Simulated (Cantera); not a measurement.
Equilibrium for nitride etching: Si3N4 + H2

Feed: 1 mol Si3N4, a varied amount of H2, at 375 Torr.

Cantera equilibrium calculation (NASA polynomials, part measured and part estimated; ideal gas, pure solids and liquids). Candidate condensed phases: Si, Si3N4; 18 gas species. Mutual solubility and eutectic melting of coexisting phases are not modelled. The numbers say what is thermodynamically allowed, not how fast it happens.

Question: Map the stable condensed phases over T = 1323, 1348, 1373, 1398, 1423, 1448, 1473, 1498, 1523, 1548, 1573, 1598, 1623 K and n(H2) in mol = 3.9, 5, 6.5, 8.4, 11, 14, 18, 23, 30, 38.

Answer: 
```
T in K \ n(H2) in mol
         3.9   5 6.5 8.4  11  14  18  23  30  38
   1623    A   A   A   A   A   A   A   A   A   A
   1598    A   A   A   A   A   A   A   A   A   A
   1573    A   A   A   A   A   A   A   A   A   A
   1548    A   A   A   A   A   A   A   A   A   A
   1523    A   A   A   A   A   A   A   A   A   A
   1498    A   A   A   A   A   A   A   A   A   A
   1473    A   A   A   A   A   A   A   A   A   A
   1448    B   B   A   A   A   A   A   A   A   A
   1423    B   B   B   B   A   A   A   A   A   A
   1398    B   B   B   B   B   B   B   A   A   A
   1373    B   B   B   B   B   B   B   B   B   A
   1348    B   B   B   B   B   B   B   B   B   B
   1323    B   B   B   B   B   B   B   B   B   B
```
A: Si + Si3N4; B: Si3N4.
